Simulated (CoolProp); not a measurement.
The fluid at 520 K and 10.6 MPa expands adiabatically to 1.9 MPa with isentropic efficiency 0.8. The same conditions are run with several fluids, on thermodynamics alone (safety and materials aside).

Computed with CoolProp (reference Helmholtz-energy equation of state of each fluid (sulfur dioxide: Gao 2016; trans-2-butene: Lemmon 2005; nitrogen: Span 2000; isohexane: Lemmon 2006; propane: Lemmon 2009)).

Rank sulfur dioxide, trans-2-butene, nitrogen, isohexane, propane by work (kJ/kg), highest first.

nitrogen (171), propane (103), trans-2-butene (62.8), sulfur dioxide (59.3), isohexane (22.1)

```csv
fluid,final temperature (K),final phase,final density (kg/m³)
sulfur dioxide,372.6,gas,46.8
trans-2-butene,433.6,gas,36.1
nitrogen,357.5,gas,17.8
isohexane,466.5,"two-phase, vapour fraction 0.807",83.5
propane,445.4,gas,24.7
```
